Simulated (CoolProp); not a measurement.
CHF3 (R23) along the isotherm 448.4 K: density (kg/m³) from the reference equation and from simpler models built on Tc = 299.3 K, pc = 48.32 bar, ω = 0.263; each cubic takes its own stable root.

Computed with CoolProp (reference Helmholtz-energy equation of state, Penoncello 2003).

```csv
p (bar),phase,reference,ideal gas,van der Waals,Redlich-Kwong,Soave-Redlich-Kwong
1.61,gas,3.032,3.024,3.034,3.033,3.030
3.22,gas,6.079,6.047,6.090,6.087,6.073
4.83,gas,9.143,9.071,9.167,9.160,9.129
6.44,gas,12.22,12.09,12.27,12.25,12.20
8.05,gas,15.32,15.12,15.39,15.37,15.28
9.66,gas,18.43,18.14,18.53,18.50,18.37
11.3,gas,21.62,21.22,21.76,21.71,21.54
12.9,gas,24.75,24.23,24.93,24.87,24.64
14.5,gas,27.89,27.23,28.12,28.04,27.75
16.1,gas,31.05,30.24,31.34,31.24,30.88
17.7,gas,34.22,33.24,34.58,34.46,34.02
19.3,gas,37.42,36.24,37.85,37.70,37.17
20.9,gas,40.63,39.25,41.14,40.95,40.33
22.5,gas,43.85,42.25,44.45,44.23,43.50
24.2,gas,47.30,45.45,48.00,47.74,46.89
```
